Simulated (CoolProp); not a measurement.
Carbon monoxide at 403.17 K and 4.94 MPa is throttled through a valve to 1.22 MPa with no heat exchange. Each further row changes one setting.

Computed with CoolProp (reference Helmholtz-energy equation of state, Lemmon 2006). It is a short technical equation, of lower accuracy than the large ones.

| case | temperature change (K) | final density (kg/m³) |
|---|---|---|
| as stated | -4.0 | 10.3 |
| outlet pressure 0.366 MPa | -5.1 | 3.09 |
| outlet pressure 1.59 MPa | -3.6 | 13.4 |
